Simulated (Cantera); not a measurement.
What does this Cantera script print?

```python
import numpy as np
import cantera as ct

gas = ct.Solution("gri30.yaml")
gas.TPX = 1023, 101325, {'CO': 0.018, 'O2': 0.011, 'H2O': 0.0045, 'N2': 1}
reactor = ct.IdealGasConstPressureReactor(gas, energy="off", clone=False)
net = ct.ReactorNet([reactor])
net.rtol, net.atol = 1e-08, 1e-18
show = ['CO', 'O2', 'H2O', 'H2', 'HO2', 'H', 'H2O2']
times = np.geomspace(0.0001, 20, 13)

steps = ct.SolutionArray(gas, extra=["t"])
rows = []
print(f"{'t/s':>10s}{'T/K':>9s}{'P/Pa':>11s}" + "".join(f"{s:>11s}" for s in show))
for t in times:
    while net.time < t:
        t_next = net.step()
        steps.append(gas.state, t=t_next)
    rows.append([np.interp(t, steps.t, y) for y in (steps.T, steps.P, *steps(*show).X.T)])
    print(f"{t:10.3e}{rows[-1][0]:9.1f}{rows[-1][1]:11.4g}" + "".join(f"{x:11.3e}" for x in rows[-1][2:]))
rate = np.gradient(steps.T, steps.t)
print("integrator steps:", len(steps.t))
if steps.T.max() > steps.T[0] + 200:
    print(f"time of steepest temperature rise: {steps.t[rate.argmax()]:.4e} s")
gas.TPX = 1023, 101325, {'CO': 0.018, 'O2': 0.011, 'H2O': 0.0045, 'N2': 1}
gas.equilibrate("TP")
print(f"equilibrium (TP): T = {gas.T:.1f} K  " + "  ".join(f"{s} {gas[s].X[0]:.3e}" for s in show))
```

It prints:

```
       t/s      T/K       P/Pa         CO         O2        H2O         H2        HO2          H       H2O2
 1.000e-04   1023.0  1.013e+05  1.742e-02  1.064e-02  4.354e-03  1.969e-15  9.178e-14  3.312e-13  7.372e-20
 2.765e-04   1023.0  1.013e+05  1.742e-02  1.064e-02  4.354e-03  4.219e-14  1.718e-12  2.235e-12  3.699e-18
 7.647e-04   1023.0  1.013e+05  1.742e-02  1.064e-02  4.354e-03  5.964e-13  2.295e-11  9.895e-12  1.488e-16
 2.115e-03   1023.0  1.013e+05  1.742e-02  1.064e-02  4.354e-03  6.395e-12  2.192e-10  3.620e-11  4.305e-15
 5.848e-03   1023.0  1.013e+05  1.742e-02  1.064e-02  4.354e-03  7.305e-11  1.950e-09  1.697e-10  1.433e-13
 1.617e-02   1023.0  1.013e+05  1.742e-02  1.064e-02  4.354e-03  2.073e-09  3.984e-08  2.820e-09  4.085e-11
 4.472e-02   1023.0  1.013e+05  1.726e-02  1.056e-02  4.346e-03  6.548e-06  2.653e-06  1.075e-06  3.351e-07
 1.237e-01   1023.0  1.013e+05  1.131e-02  7.617e-03  4.290e-03  7.066e-05  2.820e-06  7.342e-06  1.598e-07
 3.420e-01   1023.0  1.013e+05  2.295e-03  3.109e-03  4.351e-03  3.280e-05  1.232e-06  2.935e-06  6.651e-08
 9.457e-01   1023.0  1.013e+05  2.846e-04  2.096e-03  4.385e-03  5.578e-06  5.228e-07  1.932e-07  2.298e-08
 2.615e+00   1023.0  1.013e+05  4.503e-05  1.975e-03  4.391e-03  7.610e-07  1.707e-07  1.163e-08  2.870e-09
 7.232e+00   1023.0  1.013e+05  5.886e-06  1.955e-03  4.392e-03  8.740e-08  3.030e-08  7.425e-10  1.644e-10
 2.000e+01   1023.0  1.013e+05  3.042e-07  1.952e-03  4.392e-03  4.746e-09  1.826e-09  2.444e-11  2.695e-11
integrator steps: 1439
equilibrium (TP): T = 1023.0 K  CO 5.201e-11  O2 1.950e-03  H2O 4.392e-03  H2 1.699e-11  HO2 8.391e-12  H 1.707e-14  H2O2 7.333e-13
```

Computed with Cantera and GRI-Mech 3.0 (53 species, 325 reactions).
